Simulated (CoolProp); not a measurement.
Vapour pressure (kPa) of dimethyl carbonate: the reference equation beside estimates from Tc = 283.9 °C, pc = 4909 kPa, ω = 0.346. Clausius-Clapeyron is anchored at 10.95 °C with a constant enthalpy of vaporisation of 38.61 kJ/mol.

The numbers come from the reference Helmholtz-energy equation of state, Zhou 2011 in CoolProp.

```json
[
 {"T (°C)": "10.95", "reference": "3.383", "Lee-Kesler": "3.065", "Clausius-Clapeyron": "3.383", "van der Waals": "155.9", "Soave-Redlich-Kwong": "3.149", "Peng-Robinson": "3.417"},
 {"T (°C)": "26.55", "reference": "7.863", "Lee-Kesler": "7.244", "Clausius-Clapeyron": "7.922", "van der Waals": "___", "Soave-Redlich-Kwong": "7.399", "Peng-Robinson": "7.866"},
 {"T (°C)": "42.25", "reference": "16.61", "Lee-Kesler": "15.57", "Clausius-Clapeyron": "___", "van der Waals": "302.8", "Soave-Redlich-Kwong": "15.81", "Peng-Robinson": "16.53"},
 {"T (°C)": "57.85", "reference": "32.10", "Lee-Kesler": "30.59", "Clausius-Clapeyron": "34.28", "van der Waals": "403.3", "Soave-Redlich-Kwong": "___", "Peng-Robinson": "31.86"},
 {"T (°C)": "73.55", "reference": "___", "Lee-Kesler": "56.14", "Clausius-Clapeyron": "64.71", "van der Waals": "525.4", "Soave-Redlich-Kwong": "56.45", "Peng-Robinson": "57.55"},
 {"T (°C)": "89.15", "reference": "98.28", "Lee-Kesler": "96.43", "Clausius-Clapeyron": "115.2", "van der Waals": "669.3", "Soave-Redlich-Kwong": "96.63", "Peng-Robinson": "97.63"},
 {"T (°C)": "104.85", "reference": "158.6", "Lee-Kesler": "157.5", "Clausius-Clapeyron": "196.2", "van der Waals": "838.5", "Soave-Redlich-Kwong": "157.5", "Peng-Robinson": "157.9"},
 {"T (°C)": "120.45", "reference": "244.2", "Lee-Kesler": "244.8", "Clausius-Clapeyron": "___", "van der Waals": "1032", "Soave-Redlich-Kwong": "244.6", "Peng-Robinson": "243.9"},
 {"T (°C)": "136.15", "reference": "362.7", "Lee-Kesler": "366.4", "Clausius-Clapeyron": "501.8", "van der Waals": "1255", "Soave-Redlich-Kwong": "366.3", "Peng-Robinson": "363.7"},
 {"T (°C)": "151.75", "reference": "520.1", "Lee-Kesler": "528.3", "Clausius-Clapeyron": "761.1", "van der Waals": "1505", "Soave-Redlich-Kwong": "528.9", "Peng-Robinson": "523.6"},
 {"T (°C)": "167.45", "reference": "726.3", "Lee-Kesler": "740.5", "Clausius-Clapeyron": "1123", "van der Waals": "1786", "Soave-Redlich-Kwong": "743.4", "Peng-Robinson": "734.3"},
 {"T (°C)": "183.05", "reference": "987.6", "Lee-Kesler": "1009", "Clausius-Clapeyron": "1611", "van der Waals": "2096", "Soave-Redlich-Kwong": "1016", "Peng-Robinson": "1003"},
 {"T (°C)": "198.75", "reference": "1317", "Lee-Kesler": "1347", "Clausius-Clapeyron": "2260", "van der Waals": "2441", "Soave-Redlich-Kwong": "1360", "Peng-Robinson": "1342"}
]
```

Problem. Fill in the missing entries.

Solution. 
- 26.55, van der Waals: 220.6
- 42.25, Clausius-Clapeyron: 17.13
- 57.85, Soave-Redlich-Kwong: 30.90
- 73.55, reference: 58.00
- 120.45, Clausius-Clapeyron: 319.2

Absolute difference from the reference over all 13 rows, mean and median: Lee-Kesler 3.3 and 2.2 %, Clausius-Clapeyron 28.3 and 23.7 %, van der Waals 1000.8 and 428.7 %, Soave-Redlich-Kwong 2.9 and 2.7 %, Peng-Robinson 0.8 and 0.7 %.
